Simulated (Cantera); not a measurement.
Adiabatic ignition

An adiabatic, constant-pressure homogeneous reactor starts with CH4 : CO : O2 : N2 = 1 : 0.034 : 3.36 : 12.6 (molar parts), at 1425 K and 1.30 bar.

Detailed kinetics in Cantera: GRI-Mech 3.0 (53 species, 325 reactions).

```tsv
t (s)	T (K)	x CH4	x CO	x O2	x CH2CO	x CH3	x CO2
3.00e-6	1425	0.0588	0.00200	0.198	<1e-12	1.05e-7	1.64e-9
7.57e-6	1425	0.0588	0.00200	0.198	<1e-12	2.83e-7	4.50e-9
1.91e-5	1425	0.0588	0.00200	0.198	<1e-12	7.70e-7	1.36e-8
4.82e-5	1425	0.0588	0.00200	0.198	1.86e-12	2.27e-6	4.76e-8
0.000122	1425	0.0588	0.00200	0.198	1.56e-11	8.07e-6	1.96e-7
0.000307	1425	0.0588	0.00200	0.198	3.11e-10	3.64e-5	8.77e-7
0.000775	1428	0.0581	0.00204	0.197	7.70e-8	0.000120	5.85e-6
0.00195	2467	<1e-12	0.00860	0.0784	<1e-12	<1e-12	0.0515
0.00493	2502	<1e-12	0.00640	0.0767	<1e-12	<1e-12	0.0539
0.0124	2495	<1e-12	0.00627	0.0744	<1e-12	<1e-12	0.0541
0.0314	2489	<1e-12	0.00616	0.0724	<1e-12	<1e-12	0.0542
0.0793	2488	<1e-12	0.00615	0.0721	<1e-12	<1e-12	0.0542
0.200	2488	<1e-12	0.00615	0.0721	<1e-12	<1e-12	0.0542
```
x: mole fraction; the columns are a selection and need not sum to one.

| Property | Value |
|---|---|
| time of steepest temperature rise | 1.70 ms |
| temperature at 0.200 s | 2488 K |
| equilibrium temperature | 2488 K |
| x(CH4) at 0.200 s | <1e-12 (gas-phase equilibrium <1e-12) |
| x(CO) at 0.200 s | 0.00615 (gas-phase equilibrium 0.00615) |
| x(O2) at 0.200 s | 0.0721 (gas-phase equilibrium 0.0721) |
